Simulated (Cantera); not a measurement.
A closed system holds: 1 mol Si₂Cl₆, 37 mol H₂, held at 101000 Pa.

These are equilibrium values from Cantera (NASA tables, ideal gas, pure condensed phases), not measurements of a reactor. Candidate condensed phases: Si; 19 gas species. The feed counts by its element totals alone. Kinetics and transport are ignored.

Problem. What share of the Si ends up in condensed phases as a function of T (K), at 923, 1023, 1123, 1223, 1323, 1423, 1523, 1623?

Solution. 
```json
[
 {"T (K)": "923", "Si condensed (%)": "16.0", "as": "Si(s)"},
 {"T (K)": "1023", "Si condensed (%)": "19.0", "as": "Si(s)"},
 {"T (K)": "1123", "Si condensed (%)": "23.7", "as": "Si(s)"},
 {"T (K)": "1223", "Si condensed (%)": "29.4", "as": "Si(s)"},
 {"T (K)": "1323", "Si condensed (%)": "34.5", "as": "Si(s)"},
 {"T (K)": "1423", "Si condensed (%)": "37.3", "as": "Si(s)"},
 {"T (K)": "1523", "Si condensed (%)": "37.7", "as": "Si(s)"},
 {"T (K)": "1623", "Si condensed (%)": "37.0", "as": "Si(s)"}
]
```
